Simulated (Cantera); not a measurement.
An isothermal, constant-pressure homogeneous reactor starts with NO : N2 = 1 : 13 (molar parts), at 1723 K and 1.68 atm. Integrator tolerance rtol = 1e-08.

Cantera simulation using GRI-Mech 3.0 (53 species, 325 reactions); the numbers are that mechanism's predictions, not measurements.

```
quantity                                           before                                     after
----------------  ---------------------------------------  ----------------------------------------
x(NO) at 10.0 s    0.0544 (gas-phase equilibrium 0.00143)     0.146 (gas-phase equilibrium 0.00315)
x(O2) at 10.0 s    0.00845 (gas-phase equilibrium 0.0350)       0.134 (gas-phase equilibrium 0.206)
x(NO2) at 10.0 s  4.34e-5 (gas-phase equilibrium 2.26e-6)  0.000452 (gas-phase equilibrium 1.20e-5)
x(N2O) at 10.0 s  1.28e-6 (gas-phase equilibrium 1.20e-7)   8.78e-6 (gas-phase equilibrium 2.39e-7)
x(O) at 10.0 s    4.18e-6 (gas-phase equilibrium 8.21e-6)   1.62e-5 (gas-phase equilibrium 1.99e-5)
```

Task: Which change was made?
A. N2 13 to 6.6 parts
B. NO 1 to 9.2 parts
C. N2 13 to 27 parts
D. temperature 1723 to 1698 K

Result: B, NO 1 to 9.2 parts
